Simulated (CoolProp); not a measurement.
Model: reference Helmholtz-energy equation of state, Thol 2016, in CoolProp.

### Question
Give the vapour pressure (kPa), liquid density (kg/m³), enthalpy of vaporisation (kJ/kg), vapour Z of saturated hexamethyldisiloxane (MM) at 161.45 °C.

### Answer
```
T (°C)  p (kPa)  liquid density (kg/m³)  enthalpy of vaporisation (kJ/kg)  vapour Z
------  -------  ----------------------  --------------------------------  --------
161.45      446                     592                               156     0.819
```
